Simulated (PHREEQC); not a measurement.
Consider water at 20 °C with 0.11 mol CsOH, 0.00058 mol Na2SiO3 and 0.0049 mol Na2CO3 per kg of water. Closed to the air; pH follows from the charge balance.

All values are PHREEQC results (ion-association model, wateq4f.dat), not measurements.

**Question.** The ionic strength comes out as 0.126 mol/kgw. What activity coefficients do H3SiO4-, Na+, CO3-2, OH-, NaCO3- get?

**Answer.** H3SiO4- 0.76, Na+ 0.77, CO3-2 0.36, OH- 0.75, NaCO3- 0.78.

No solid was allowed to form. Complexes and solids missing from the database can't appear.
